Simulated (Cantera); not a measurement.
Charge: 1 mol Fe(CO)5, a varied amount of H2, held at 0.690 bar.

These are equilibrium values from Cantera (NASA tables, ideal gas, pure condensed phases), not measurements of a reactor. Candidate condensed phases: C, C6H6, C7H8, C8H18, Fe, Fe(CO)5, FeO, Fe(OH)2, Fe(OH)3, Fe2O3, Fe3O4, H2O; 114 gas species. Iron dissolves carbon and melts from about 1420 K in contact with it, which pure phases cannot show. The tables' stoichiometric FeO is somewhat more stable than real wüstite, so its field is too wide. FeO: taken at fixed stoichiometry. Condensed phases not in the tables: cementite and carbon dissolved in iron. Kinetics and transport are ignored.

Task: What condenses at these points (T in K, n(H2) in mol): (1450, 5); (950, 3.7); (1500, 1.5); (1100, 1.1); (1100, 3.7); (1250, 0.58); (1000, 0.79)?

Result: 
```
T (K)  n(H2) in mol  condensed phases  Fe condensed (%)
-----  ------------  ----------------  ----------------
1450              5                Fe             100.0
950             3.7           C + FeO             100.0
1500            1.5            C + Fe             100.0
1100            1.1            C + Fe             100.0
1100            3.7            C + Fe             100.0
1250           0.58            C + Fe             100.0
1000           0.79      C + Fe + FeO             100.0
```
